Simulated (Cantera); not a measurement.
Input: 1 mol MgO, 0.12 mol SO₃, a varied amount of N₂, held at 1750 K and 10.0 mbar.

These are equilibrium values from Cantera (NASA tables, ideal gas, pure condensed phases), not measurements of a reactor. Candidate condensed phases: Mg, MgO, MgS, MgSO₄, S; 22 gas species. Equilibrium is a limit: real reactors are often held back by kinetics, nucleation or transport.

**Question.** At 22 mol N₂, list the 6 most abundant gas species with their mole fractions, and the condensed phases.

**Answer.** N₂ 0.992, SO₂ 0.00540, O₂ 0.00248, NO 0.000425, O 3.73e-5, SO 1.21e-5. Condensed: MgO(s).
